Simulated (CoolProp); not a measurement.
Properties of CH2F2 (R32) along the isobar 300 kPa (Tc = 78.1 °C, pc = 5783 kPa, ω = 0.277).

The numbers come from the reference Helmholtz-energy equation of state, Tillner-Roth 1997 in CoolProp.

```
T (°C)  phase  density (kg/m³)  cv (kJ/(kg K))  Joule-Thomson coefficient (K/MPa)  conductivity (mW/(m K))  Prandtl number
------  -----  ---------------  --------------  ---------------------------------  -----------------------  --------------
39.95     gas            6.188          0.7135                              21.44                     15.0           0.842
51.45     gas            5.944          0.7264                              19.04                     16.0           0.829
62.95     gas            5.722          0.7407                              17.01                     17.0           0.818
74.45     gas            5.517          0.7561                              15.29                     18.0           0.809
85.95     gas            5.327          0.7724                              13.80                     19.0           0.800
97.55     gas            5.150          0.7894                              12.51                     20.1           0.792
109.05    gas            4.986          0.8066                              11.40                     21.3           0.785
120.55    gas            4.833          0.8241                              10.42                     22.4           0.778
132.05    gas            4.689          0.8418                              9.562                     23.6           0.771
143.55    gas            4.554          0.8595                              8.802                     24.9           0.764
155.15    gas            4.426          0.8774                              8.119                     26.2           0.758
```

Viscosity comes from a separate model (Bell 2016), an estimate that may be off by 10 % or more. Thermal conductivity comes from a separate model (Huber 2003), an estimate that may be off by 10 % or more.
